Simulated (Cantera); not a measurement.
A perfectly stirred reactor is fed with CH₄ : O₂ : N₂ = 1 : 1.67 : 6.27 (molar parts), equivalence ratio 1.2, at 10.0 bar; it is adiabatic with a 325 K inlet, and is followed from long to short residence time, starting on the burning branch (τ in s: 0.022, 0.013, 0.0079, 0.0048, 0.0029, 0.0017, 0.001, 0.00062, 0.00037, 0.00022, 0.00013, 8.1e-05).

Model: GRI-Mech 3.0 (53 species, 325 reactions), integrated in Cantera.

Q: What does this change do: pressure from 10.0 bar to 0.700 bar?

A: 
```json
[
 {"quantity": "blow-out, bracketed by the residence times tried", "before": "burning at 0.130 ms, out at 81.0 µs", "after": "burning at 0.220 ms, out at 0.130 ms"},
 {"quantity": "x(CH₄) at τ = 22.0 ms", "before": "0.000104", "after": "2.34e-5"},
 {"quantity": "x(O₂) at τ = 22.0 ms", "before": "0.000137", "after": "0.00102"},
 {"quantity": "x(CH₃) at τ = 22.0 ms", "before": "2.29e-5", "after": "1.69e-5"},
 {"quantity": "x(C₂H₂) at τ = 22.0 ms", "before": "3.41e-6", "after": "1.01e-7"},
 {"quantity": "x(HO₂) at τ = 22.0 ms", "before": "5.78e-8", "after": "2.87e-7"},
 {"quantity": "x(CH₄) at τ = 1.00 ms", "before": "0.000654", "after": "0.000199"},
 {"quantity": "x(O₂) at τ = 1.00 ms", "before": "0.00161", "after": "0.00522"},
 {"quantity": "x(CH₃) at τ = 1.00 ms", "before": "0.000204", "after": "0.000112"},
 {"quantity": "x(C₂H₂) at τ = 1.00 ms", "before": "9.46e-5", "after": "1.40e-6"},
 {"quantity": "x(HO₂) at τ = 1.00 ms", "before": "1.09e-6", "after": "1.63e-6"}
]
```

Q: What does this change do: inlet temperature 325 to 725 K?

A: 
| quantity | before | after |
|---|---|---|
| blow-out, bracketed by the residence times tried | burning at 0.130 ms, out at 81.0 µs | burning at 81.0 µs, the shortest tried |
| x(CH₄) at τ = 22.0 ms | 0.000104 | 7.56e-6 |
| x(O₂) at τ = 22.0 ms | 0.000137 | 0.000176 |
| x(CH₃) at τ = 22.0 ms | 2.29e-5 | 4.27e-6 |
| x(C₂H₂) at τ = 22.0 ms | 3.41e-6 | 1.69e-8 |
| x(HO₂) at τ = 22.0 ms | 5.78e-8 | 1.50e-7 |
| x(CH₄) at τ = 1.00 ms | 0.000654 | 7.06e-5 |
| x(O₂) at τ = 1.00 ms | 0.00161 | 0.000838 |
| x(CH₃) at τ = 1.00 ms | 0.000204 | 4.72e-5 |
| x(C₂H₂) at τ = 1.00 ms | 9.46e-5 | 1.04e-6 |
| x(HO₂) at τ = 1.00 ms | 1.09e-6 | 7.19e-7 |
